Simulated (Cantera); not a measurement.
Input: 1 mol SiH₂Cl₂, 0.16 mol CH₄, a varied amount of H₂, equilibrated at 2050 K and 0.720 bar.

Cantera equilibrium calculation (NASA polynomials, part measured and part estimated; ideal gas, pure solids and liquids). Candidate condensed phases: C, C₆H₆, C₇H₈, C₈H₁₈, Si, SiC; 109 gas species. Mutual solubility and eutectic melting of coexisting phases are not modelled. Gases not in the tables: Si₂H₆ and higher silanes. Rates play no part.

### Question
What share of the Si ends up in condensed phases as a function of n(H₂) (mol), at 19, 58, 98, 140, 180, 220, 250?

### Answer
```tsv
n(H₂) (mol)	Si condensed (%)	as
19	73.4	Si(l) + SiC(s)
58	85.8	Si(l) + SiC(s)
98	88.7	Si(l) + SiC(s)
140	89.4	Si(l) + SiC(s)
180	89.3	Si(l) + SiC(s)
220	88.8	Si(l) + SiC(s)
250	88.3	Si(l) + SiC(s)
```
